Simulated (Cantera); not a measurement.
A perfectly stirred reactor is fed with NO : N2 = 1 : 0.22 (molar parts), at 0.133 bar; it is held at 2100 K, and followed from long to short residence time.

Model: GRI-Mech 3.0 (53 species, 325 reactions), integrated in Cantera.

Problem. Predict: x(NO) at τ = 13.0 s; x(NO2) at τ = 13.0 s; x(N2O) at τ = 13.0 s; x(N2) at τ = 13.0 s; x(O) at τ = 13.0 s; x(NO) at τ = 90.0 ms; x(NO2) at τ = 90.0 ms; x(N2O) at τ = 90.0 ms; x(N2) at τ = 90.0 ms; x(O) at τ = 90.0 ms.

Solution. 
```json
{
 "x(NO) at τ = 13.0 s": "0.0701",
 "x(NO2) at τ = 13.0 s": "5.00e-5",
 "x(N2O) at τ = 13.0 s": "1.66e-6",
 "x(N2) at τ = 13.0 s": "0.554",
 "x(O) at τ = 13.0 s": "0.00235",
 "x(NO) at τ = 90.0 ms": "0.753",
 "x(NO2) at τ = 90.0 ms": "0.000172",
 "x(N2O) at τ = 90.0 ms": "0.000226",
 "x(N2) at τ = 90.0 ms": "0.213",
 "x(O) at τ = 90.0 ms": "0.000889"
}
```
